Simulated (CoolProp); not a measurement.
Isopentane along the isotherm 226.85 °C: Z from the reference equation and from simpler models built on Tc = 187.2 °C, pc = 3378 kPa, ω = 0.227; each cubic takes its own stable root.

The numbers come from the reference Helmholtz-energy equation of state, Lemmon 2006 in CoolProp. It is a short technical equation, of lower accuracy than the large ones.

```
p (kPa)          phase  reference
-------  -------------  ---------
53.4               gas     0.9959
110                gas     0.9915
225                gas     0.9824
463                gas     0.9635
950                gas     0.9232
1950               gas     0.8335
4010     supercritical     0.6035
8230     supercritical     0.4056
16900    supercritical     0.6726
```

Q: How far does each simpler model (van der Waals, Redlich-Kwong, Soave-Redlich-Kwong, Peng-Robinson) lie from the reference over these 9 states: mean and median of the absolute difference, and the worst?

A: 
- van der Waals: mean 7.0 %, median 0.5 %, worst +30.2 % at 226.85 °C and 16900 kPa
- Redlich-Kwong: mean 2.2 %, median 0.2 %, worst +10.4 % at 226.85 °C and 8230 kPa
- Soave-Redlich-Kwong: mean 3.0 %, median 0.2 %, worst +15.5 % at 226.85 °C and 8230 kPa
- Peng-Robinson: mean 1.6 %, median 0.9 %, worst +5.8 % at 226.85 °C and 8230 kPa
